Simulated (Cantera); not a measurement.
Cantera run, input and output.

```python
import numpy as np
import cantera as ct

gas = ct.Solution("h2o2.yaml")
gas.TPX = 925, 43000, {'H2': 1.2, 'O2': 1, 'N2': 1.7}
reactor = ct.IdealGasConstPressureReactor(gas, energy="off", clone=False)
net = ct.ReactorNet([reactor])
net.rtol, net.atol = 1e-08, 1e-18
show = ['H2', 'O2', 'H', 'H2O2', 'O']
times = np.geomspace(0.0002, 200, 13)

steps = ct.SolutionArray(gas, extra=["t"])
rows = []
print(f"{'t/s':>10s}{'T/K':>9s}{'P/Pa':>11s}" + "".join(f"{s:>11s}" for s in show))
for t in times:
    while net.time < t:
        t_next = net.step()
        steps.append(gas.state, t=t_next)
    rows.append([np.interp(t, steps.t, y) for y in (steps.T, steps.P, *steps(*show).X.T)])
    print(f"{t:10.3e}{rows[-1][0]:9.1f}{rows[-1][1]:11.4g}" + "".join(f"{x:11.3e}" for x in rows[-1][2:]))
rate = np.gradient(steps.T, steps.t)
print("integrator steps:", len(steps.t))
if steps.T.max() > steps.T[0] + 200:
    print(f"time of steepest temperature rise: {steps.t[rate.argmax()]:.4e} s")
gas.TPX = 925, 43000, {'H2': 1.2, 'O2': 1, 'N2': 1.7}
gas.equilibrate("TP")
print(f"equilibrium (TP): T = {gas.T:.1f} K  " + "  ".join(f"{s} {gas[s].X[0]:.3e}" for s in show))
```

It prints:

```
       t/s      T/K       P/Pa         H2         O2          H       H2O2          O
 2.000e-04    925.0    4.3e+04  3.077e-01  2.564e-01  4.952e-09  2.007e-11  7.403e-10
 6.325e-04    925.0    4.3e+04  3.076e-01  2.563e-01  3.054e-05  4.099e-07  4.465e-06
 2.000e-03    925.0    4.3e+04  1.365e-01  1.811e-01  1.523e-07  9.502e-05  3.731e-08
 6.325e-03    925.0    4.3e+04  1.364e-01  1.811e-01  1.221e-07  1.353e-04  3.047e-08
 2.000e-02    925.0    4.3e+04  1.362e-01  1.809e-01  1.550e-07  1.752e-04  3.860e-08
 6.325e-02    925.0    4.3e+04  1.349e-01  1.803e-01  2.965e-07  3.393e-04  7.320e-08
 2.000e-01    925.0    4.3e+04  1.251e-01  1.758e-01  6.617e-07  8.146e-04  1.650e-07
 6.325e-01    925.0    4.3e+04  8.611e-02  1.587e-01  5.322e-07  7.650e-04  1.657e-07
 2.000e+00    925.0    4.3e+04  2.202e-02  1.307e-01  1.826e-07  3.061e-04  1.438e-07
 6.325e+00    925.0    4.3e+04  6.400e-04  1.215e-01  2.301e-09  4.432e-06  1.089e-08
 2.000e+01    925.0    4.3e+04  6.573e-05  1.212e-01  4.897e-11  8.826e-08  2.999e-10
 6.325e+01    925.0    4.3e+04  9.114e-06  1.212e-01  2.967e-12  4.293e-09  1.884e-11
 2.000e+02    925.0    4.3e+04  3.291e-07  1.212e-01  1.173e-13  1.007e-10  8.089e-13
integrator steps: 2786
equilibrium (TP): T = 925.0 K  H2 1.253e-11  O2 1.212e-01  H 1.415e-15  H2O2 8.290e-11  O 7.159e-12
```

Detailed kinetics in Cantera: the H2/O2 subset of GRI-Mech 3.0, which has no nitrogen chemistry. Below about 950 K walls govern HO2 and H2O2 in real vessels. The temperature is held fixed by assumption; the heat of reaction is taken as removed at once.
